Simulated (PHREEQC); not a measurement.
Consider water at 30 °C with 0.0902 mol NaBr per kg of water. Closed to the air; pH follows from the charge balance.

Computed with PHREEQC (ion-association model, phreeqc.dat).

Precipitation was switched off in this run.

Question: Estimate the specific conductance, density.

Answer: specific conductance 10600 µS/cm; density 1.003 g/cm³.
